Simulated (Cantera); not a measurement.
Input (Python, Cantera) and output of one run.

```python
import numpy as np
import cantera as ct

gas_names = """
    H HI HO2 H2 H2O H2O2 I I2 O OH O2 O3
""".split()
cond_names = """
    H2O(s) H2O(L) I2(cr) I2(L)
""".split()


# ... load() reads the species with a 1 bar reference pressure and builds the phases ...
atoms = {
    'HI': {'H': 1, 'I': 1},
    'O2': {'O': 2},
}
top_T = {}  # K; cautious upper limits of use, not melting points


# ... equilibrate(T, P, feed) seeds the gas with the atoms and calls Mixture.equilibrate('TP', solver="vcs", rtol=1e-11, max_steps=5000) ...
results = []
T = 1475  # K
P = 8700  # Pa
for m in [0.51, 1.2, 1.8, 2.4, 3.1, 3.7, 4.4]:
    feed = {'HI': 1, 'O2': m}  # mol
    mix = equilibrate(T, P, feed)
    results.append((T, P, feed, dict(zip(mix.species_names, mix.species_moles))))

top = {s: max(r[3][s] / sum(r[3][g] for g in gas_names) for r in results) for s in gas_names}
cols = sorted((s for s in top if top[s] > 0.001), key=lambda s: -top[s])[:5]
seen = [c for c in cond_names if any(r[3].get(c, 0) > 1e-12 for r in results)]
print("log10 of partial pressures in bar; condensed amounts in mol")
print(f"{'n(O2)':>10s}" + "".join(f"{s[:9]:>10s}" for s in cols + seen))
for T, P, feed, n in results:
    ng = sum(n[g] for g in gas_names)
    print(f"{feed['O2']:10.4g}" + "".join(f"{np.log10(max(n[s] / ng * P / 1e5, 1e-99)):10.3f}" for s in cols)
          + "".join(f"{n.get(c, 0):10.4g}" for c in seen))
```

Result:

```
log10 of partial pressures in bar; condensed amounts in mol
     n(O2)        O2         I       H2O        I2        HI
      0.51    -1.881    -1.330    -1.599    -2.748    -4.024
       1.2    -1.467    -1.469    -1.747    -3.026    -4.340
       1.8    -1.351    -1.561    -1.843    -3.211    -4.510
       2.4    -1.288    -1.637    -1.922    -3.362    -4.641
       3.1    -1.243    -1.711    -1.999    -3.511    -4.765
       3.7    -1.216    -1.766    -2.056    -3.621    -4.855
       4.4    -1.194    -1.822    -2.113    -3.733    -4.945
```

Cantera equilibrium calculation (NASA polynomials, part measured and part estimated; ideal gas, pure solids and liquids).
